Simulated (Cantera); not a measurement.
An adiabatic, constant-pressure homogeneous reactor starts with 14.6 % H2, 17.9 % O2, 67.2 % N2, 0.322 % NO, at 1725 K and 0.987 atm.

Model: GRI-Mech 3.0 (53 species, 325 reactions), integrated in Cantera.

One state of this run: T (K) = 2557; x H2 = 0.00353; x O2 = 0.101; x NO = 0.0167; x H2O = 0.143; x O = 0.00608; x H2O2 = 3.61e-7; x H = 0.00192. x: mole fraction; the columns are a selection and need not sum to one.

**Question.** Which value of t (s) does it belong to?
A) 1.19
B) 5.27e-5
C) 3.00e-6
D) 0.000221

**Answer.** A, 1.19
